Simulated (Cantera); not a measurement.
An isothermal, constant-pressure homogeneous reactor starts with CH4 : H2O = 1 : 1.6 (molar parts), at 1550 K and 9.87 atm.

Model: GRI-Mech 3.0 (53 species, 325 reactions), integrated in Cantera.

One state of this run: x CH4 = 0.0820; x H2O = 0.220; x O2 = <1e-12; x CH3 = 2.29e-5; x H2 = 0.528. x: mole fraction; the columns are a selection and need not sum to one.

### Question
Which value of t (s) does it belong to?
(A) 9.00
(B) 8.50e-5
(C) 0.00651
(D) 2.00e-5

### Answer
A, 9.00
